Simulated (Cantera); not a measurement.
A freely propagating, adiabatic, planar premixed flame of CH4 : O2 : N2 = 1 : 1.54 : 5.78 (molar parts), equivalence ratio 1.3, unburnt at 600 K and 0.148 atm; mixture-averaged transport, grid criteria slope 0.08 and curve 0.16, no radiation.

Model: GRI-Mech 3.0 (53 species, 325 reactions), integrated in Cantera. Burning velocities carry a grid error of a few per cent, more on coarse grids.

### Question
What does this change do: O2 1.54 to 2 parts?

### Answer
```json
[
 {"quantity": "laminar burning velocity", "before": "149 cm/s", "after": "239 cm/s"},
 {"quantity": "thermal thickness", "before": "1.91 mm", "after": "1.41 mm"},
 {"quantity": "peak x(OH)", "before": "0.00727", "after": "0.0170"},
 {"quantity": "peak x(O)", "before": "0.00204", "after": "0.0100"},
 {"quantity": "peak x(HCO)", "before": "9.14e-5", "after": "0.000160"}
]
```
